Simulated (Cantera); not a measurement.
A Cantera script and its output.

```python
import numpy as np
import cantera as ct

gas = ct.Solution("gri30.yaml")


def delay(T, t_max=10):
    gas.TPX = T, 101325, {'CH4': 1, 'CO': 0.29, 'O2': 1.53, 'N2': 9.04}
    reactor = ct.IdealGasConstPressureReactor(gas, clone=False)
    net = ct.ReactorNet([reactor])
    net.rtol, net.atol = 1e-8, 1e-16
    while net.time < t_max:
        t_old, T_old = net.time, reactor.T
        net.step()
        if reactor.T > T + 400:  # ignition: a rise of 400 K
            return t_old + (T + 400 - T_old) / (reactor.T - T_old) * (net.time - t_old)
    return np.nan


taus = []
for T in [1225, 1300, 1375, 1450, 1525, 1600, 1675, 1750, 1825, 1900]:
    taus.append(delay(T))
    print(f"T0 = {T:6g} K   tau = {taus[-1]:.4e} s")
```

Result:

```
T0 =   1225 K   tau = 7.1561e-02 s
T0 =   1300 K   tau = 2.4472e-02 s
T0 =   1375 K   tau = 9.0120e-03 s
T0 =   1450 K   tau = 3.5820e-03 s
T0 =   1525 K   tau = 1.5515e-03 s
T0 =   1600 K   tau = 7.3820e-04 s
T0 =   1675 K   tau = 3.8540e-04 s
T0 =   1750 K   tau = 2.1858e-04 s
T0 =   1825 K   tau = 1.3283e-04 s
T0 =   1900 K   tau = 8.5392e-05 s
```

Detailed kinetics in Cantera: GRI-Mech 3.0 (53 species, 325 reactions).
